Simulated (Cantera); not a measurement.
Charge: 1 mol PbO, 0.15 mol CO, 0.83 mol H2, at 1223 K and 0.133 bar.

These are equilibrium values from Cantera (NASA tables, ideal gas, pure condensed phases), not measurements of a reactor. Candidate condensed phases: C, C6H6, C7H8, C8H18, H2O, Pb, PbO, PbO2, Pb3O4; 113 gas species. Each liquid is taken as pure. Mutual solubility and eutectic melting of coexisting phases are not modelled. Gases not in the tables: (PbO)n polymers. Equilibrium is a limit: real reactors are often held back by kinetics, nucleation or transport.

Base state: H2O 0.840, CO2 0.152, Pb 0.00681, PbO 0.000814, H2 0.000286, CO 7.55e-5 (mole fractions); condensed: Pb(l) + PbO(l).

**Question.** What changes in the equilibrium state with this change: CO from 0.15 to 0.3 mol?

**Answer.** 
```csv
species,before,after
H2O,0.840,0.654
CO2,0.152,0.225
H2,0.000286,0.0760
CO,7.55e-5,0.0383
Pb,0.00681,0.00681
PbO,0.000814,2.38e-6
"Pb(l), mol",0.973,0.992
"PbO(l), mol",0.0196,0
```

**Question.** What changes in the equilibrium state with this change: pressure from 0.133 bar to 0.0133 bar?

**Answer.** 
| species | before | after |
|---|---|---|
| H2O | 0.840 | 0.782 |
| CO2 | 0.152 | 0.141 |
| Pb | 0.00681 | 0.0681 |
| PbO | 0.000814 | 0.00814 |
| H2 | 0.000286 | 0.000266 |
| Pb(l), mol | 0.973 | 0.907 |
| PbO(l), mol | 0.0196 | 0.0117 |

**Question.** What changes in the equilibrium state with this change: temperature from 1223 K to 1198 K?

**Answer.** 
```json
[
 {"species": "H2O", "before": "0.840", "after": "0.842"},
 {"species": "CO2", "before": "0.152", "after": "0.152"},
 {"species": "Pb", "before": "0.00681", "after": "0.00468"},
 {"species": "PbO", "before": "0.000814", "after": "0.000491"},
 {"species": "CO", "before": "7.55e-5", "after": "6.26e-5"},
 {"species": "H2", "before": "0.000286", "after": "0.000254"},
 {"species": "Pb(l), mol", "before": "0.973", "after": "0.975"},
 {"species": "PbO(l), mol", "before": "0.0196", "after": "0.0198"}
]
```
